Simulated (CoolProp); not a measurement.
Saturation properties of fluorine.

Model: reference Helmholtz-energy equation of state, de Reuck 1990, in CoolProp.

```tsv
T (°C)	p (MPa)	liquid density (kg/m³)	vapour density (kg/m³)	enthalpy of vaporisation (kJ/kg)	liquid cp (kJ/(kg K))	surface tension (mN/m)
-166.25	0.7194	1333	35.28	149.3	1.644	7.70
-162.95	0.9010	1303	43.90	144.5	1.681	6.89
-159.65	1.114	1273	54.13	?	1.727	6.09
-156.35	1.360	1241	66.25	133.7	1.785	5.30
-153.05	1.643	1206	80.64	127.5	1.860	?
-149.85	1.956	1171	97.23	120.9	1.956	3.82
-146.55	2.322	1131	117.8	113.3	2.094	3.11
-143.25	2.734	1086	142.9	104.6	2.297	2.42
-139.95	?	1035	174.3	94.50	2.621	1.77
```

Problem. Some entries are withheld; supply them.

Solution. 
- -159.65, enthalpy of vaporisation (kJ/kg): 139.3
- -153.05, surface tension (mN/m): 4.54
- -139.95, p (MPa): 3.198

It boils at -188.1 °C under 1 atm.

Surface tension comes from a separate correlation (Mulero 2012).
